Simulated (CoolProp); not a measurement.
Saturated liquid density (kg/m³) of vinyl chloride: the reference equation beside estimates from Tc = 425.0 K, pc = 5.600 MPa, ω = 0.160.

Values from CoolProp's reference Helmholtz-energy equation of state, Thol 2022.

```json
[
 {"T (K)": "215.7", "reference": "1046", "Redlich-Kwong": "959.7", "Peng-Robinson": "1090"},
 {"T (K)": "229.5", "reference": "1022", "Redlich-Kwong": "939.4", "Peng-Robinson": "1070"},
 {"T (K)": "243.2", "reference": "998.4", "Redlich-Kwong": "918.2", "Peng-Robinson": "…"},
 {"T (K)": "257", "reference": "974.1", "Redlich-Kwong": "895.4", "Peng-Robinson": "1026"},
 {"T (K)": "270.8", "reference": "949.6", "Redlich-Kwong": "871.2", "Peng-Robinson": "1002"},
 {"T (K)": "284.5", "reference": "924.7", "Redlich-Kwong": "…", "Peng-Robinson": "975.8"},
 {"T (K)": "298.3", "reference": "899.0", "Redlich-Kwong": "818.0", "Peng-Robinson": "947.1"},
 {"T (K)": "312.1", "reference": "872.3", "Redlich-Kwong": "788.5", "Peng-Robinson": "915.7"},
 {"T (K)": "325.8", "reference": "844.7", "Redlich-Kwong": "756.9", "Peng-Robinson": "881.4"},
 {"T (K)": "339.6", "reference": "815.1", "Redlich-Kwong": "…", "Peng-Robinson": "843.2"}
]
```

Task: Some entries are withheld; supply them.

Result: 
- 243.2, Peng-Robinson: 1049
- 284.5, Redlich-Kwong: 845.6
- 339.6, Redlich-Kwong: 722.4

Absolute difference from the reference over all 10 rows, mean and median: Redlich-Kwong 9.0 and 8.4 %, Peng-Robinson 4.8 and 5.0 %.
